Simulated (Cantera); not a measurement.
Feed: 1 mol borazine, 2.4 mol H2O, 0.67 mol H2, equilibrated at 0.000600 bar.

These are equilibrium values from Cantera (NASA tables, ideal gas, pure condensed phases), not measurements of a reactor. Candidate condensed phases: B, BN, B2O3, B3O3H3, H2O; 39 gas species. The feed counts by its element totals alone. Mutual solubility and eutectic melting of coexisting phases are not modelled. Kinetics and transport are ignored.

Which condensed phases are stable at each of these points (T (K)): 1825, 1850, 1875, 1900, 1925, 1950, 1975?


```
T (K)  condensed phases  B condensed (%)
-----  ----------------  ---------------
1825              BN(s)             21.2
1850              BN(s)             20.8
1875              BN(s)             20.5
1900              BN(s)             20.2
1925              BN(s)             20.0
1950              BN(s)             19.8
1975       B(s) + BN(s)             19.6
```

From 1825 K to 1950 K the condensed part is BN(s). At 1975 K the condensed part is B(s) + BN(s).
